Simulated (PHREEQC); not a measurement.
## Brine with hard or scaling water

Solution A (0.49 mol H2SO4, 0.0037 mol Na2B4O7 and 1.2 mol MgCl2 per kg of water) is mixed with solution B (0.3 mol/kgw MgCl2, 0.0012 mol/kgw NaHCO3 and 1.8e-05 mol/kgw H4SiO4) at 25 °C; shares are by mass of water, 1 kg in all. CO2 from the air is kept out. Solids allowed: Bischofite, Bloedite, Brucite, Burkeite, Epsomite, Halite, Hexahydrite, Kieserite, Nesquehonite, Mirabilite, Nahcolite, Natron, SiO2(a), Thenardite, Trona, Borax, Boric_acid,s, NaBO2:4H2O, NaB5O8:5H2O, Teepleite, MgCl2_4H2O. Others were left out.

Equilibrium calculation in PHREEQC: Pitzer model, pitzer.dat.

```csv
share of solution B,pH,HCO3- (mol/kgw),CO2 (mol/kgw),HSO4- (mol/kgw)
0,-0.24,0,0,0.299
0.1,-0.15,1.88e-10,0.000120,0.263
0.2,-0.04,4.40e-10,0.000240,0.228
0.3,0.06,7.81e-10,0.000360,0.194
0.4,0.18,1.25e-9,0.000480,0.161
0.5,0.30,1.92e-9,0.000600,0.129
0.6,0.44,2.92e-9,0.000720,0.0975
0.7,0.60,4.54e-9,0.000840,0.0678
0.8,0.80,7.59e-9,0.000960,0.0397
0.9,1.12,1.59e-8,0.00108,0.0148
1,7.28,0.00109,5.72e-5,0
```

Complexes and solids missing from the database can't appear. In brines, pH and single-ion activities rest on the MacInnes convention.
